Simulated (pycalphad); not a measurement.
Computed with pycalphad from the COST 507 light-alloy database (1999), at 1 atm. These are 1990s assessments: newer ones move some temperatures and phases. Amounts are mole fractions of atoms.

Task: Give the equilibrium state of Al-5.48Si-1.23Mn (at.%) at 650 K.

Result: 
```
T = 650.00 K, P = 101325 Pa, N = 1 mol of atoms
G = -23333 J/mol, H = 7776 J/mol, S = 47.86 J/(mol K)  (SER reference)
chemical potentials (J/mol): Al -22386, Si -15618, Mn -129516
phase             fraction      x(Al)      x(Si)      x(Mn)
FCC_A1              0.8850     0.9981     0.0019   1.08e-05
ALMNSI_ALPHA        0.0707     0.7019     0.1242     0.1739
DIAMOND_A4          0.0444   6.54e-09     1.0000       none
```

Task: Give the equilibrium state of Al-5.48Si-1.23Mn (at.%) at 850 K.

Result: fcc, fraction 0.626, with 1.5 Si, 0.03 Mn at.%; liquid, fraction 0.307, with 12.1 Si, 0.17 Mn at.%; ALMNSI_ALPHA, fraction 0.066, with 12.7 Si, 17.4 Mn at.%.

Database names, with the compositions (at.%) that they take in these runs: ALMNSI_ALPHA: Al 70 Mn 17 Si 12. FCC_A1 is fcc; DIAMOND_A4 is diamond (Si). An entry "none" or "no" means that the model of the phase leaves that element out.
